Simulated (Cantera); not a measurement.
An isothermal, constant-pressure homogeneous reactor starts with 5.56 % NO, 94.4 % N2, at 1875 K and 0.109 atm.

Detailed kinetics in Cantera: GRI-Mech 3.0 (53 species, 325 reactions).

Q: Predict: x(NO) at 80.0 s; x(O2) at 80.0 s; x(N2O) at 80.0 s; x(NO2) at 80.0 s; x(N2) at 80.0 s.

A: 
```
Quantity                                           Result
----------------  ---------------------------------------
x(NO) at 80.0 s    0.0160 (gas-phase equilibrium 0.00211)
x(O2) at 80.0 s     0.0197 (gas-phase equilibrium 0.0267)
x(N2O) at 80.0 s  1.39e-7 (gas-phase equilibrium 4.42e-8)
x(NO2) at 80.0 s  3.52e-6 (gas-phase equilibrium 5.37e-7)
x(N2) at 80.0 s       0.964 (gas-phase equilibrium 0.971)
```
